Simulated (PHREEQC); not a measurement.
A PHREEQC speciation (ion-association model, phreeqc.dat) at 25 °C gives pH 3.84 and these molalities:

```
species   mol/kgw
-------  --------
Na+         0.247
SO4-2       0.111
NaSO4-     0.0325
CuSO4     0.00477
Cu+2      0.00363
HSO4-    0.000494
H+       0.000186
CuOH+     1.01e-7
```

**Question.** What are the element totals, and what could have been dissolved in 1 kg of water to give them?

**Answer.** One answer among several that fit: totals Cu(2) 0.00840, Na 0.280, S(6) 0.149 mol/kgw, from 0.0084 mol CuSO4, 0.00034 mol H2SO4 and 0.14 mol Na2SO4 per kg of water.

No solid was allowed to form. Complexes and solids missing from the database can't appear.
